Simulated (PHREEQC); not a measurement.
2.2 g of hydrous ferric oxide (600 m²/g; 0.2 weak and 0.005 strong sites per Fe, Dzombak-Morel constants, diffuse double layer) in 1 kg of water with 0.001 mol/kgw of an inert sodium salt and 4.6e-05 mol SrCl2, at 25 °C; the pH is set by adding NaOH or the inert anion's acid. Oxygen is held at 0.21 atm. CO2 from the air is kept out. Precipitation was switched off in this run.

The series has 17 steps of pH, from 3 to 9.

All values are PHREEQC results (ion-association model, wateq4f.dat), not measurements.

Task: Near which pH is half of the Sr sorbed, and on which side is more sorbed?

Result: Near pH 7.7, with more sorbed at higher pH.

Complexes and solids missing from the database can't appear. The oxide is taken as insoluble; below pH 4 it would dissolve.
